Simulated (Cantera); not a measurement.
An adiabatic, constant-volume homogeneous reactor starts with CH4 : C2H6 : C3H8 : O2 : N2 = 1 : 0.13 : 0.1 : 1.24 : 4.67 (molar parts), equivalence ratio 2.4, at 1100 K and 140000 Pa.

Cantera simulation using GRI-Mech 3.0 (53 species, 325 reactions); the numbers are that mechanism's predictions, not measurements.

Problem. Predict: time of steepest temperature rise; temperature at 4.00 s; equilibrium temperature; x(CH4) at 4.00 s; x(CH2O) at 4.00 s.

Solution. 
```json
{
  "time_of_steepest_temperature_rise": "15.1 ms",
  "temperature at 4.00 s": "2302 K",
  "equilibrium_temperature": "2302 K",
  "x(CH4) at 4.00 s": "1.96e-9 (gas-phase equilibrium 2.22e-9)",
  "x(CH2O) at 4.00 s": "5.21e-8 (gas-phase equilibrium 5.21e-8)"
}
```
